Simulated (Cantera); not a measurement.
Charge: 1 mol SiCl4, a varied amount of NH3, 1.2 mol N2, equilibrated at 823.15 K and 0.00900 bar.

Cantera equilibrium calculation (NASA polynomials, part measured and part estimated; ideal gas, pure solids and liquids). Candidate condensed phases: NH4Cl, Si, Si3N4; 28 gas species. Equilibrium is a limit: real reactors are often held back by kinetics, nucleation or transport.

At 9.7 mol NH3, list the 4 most abundant gas species with their mole fractions, and the condensed phases.

H2 0.575, N2 0.246, HCl 0.178, SiCl4 0.00117. Condensed: Si3N4(s).
